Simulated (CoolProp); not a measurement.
Model: reference Helmholtz-energy equation of state, Penoncello 2003, in CoolProp.

Task: Give the vapour pressure (MPa), enthalpy of vaporisation (kJ/kg), liquid cp (kJ/(kg K)), vapour Z of saturated CHF3 (R23) at -41.45, -18.75 °C.

Result: 
| T (°C) | p (MPa) | enthalpy of vaporisation (kJ/kg) | liquid cp (kJ/(kg K)) | vapour Z |
|---|---|---|---|---|
| -41.45 | 0.669 | 201 | 1.36 | 0.857 |
| -18.75 | 1.45 | 171 | 1.53 | 0.760 |
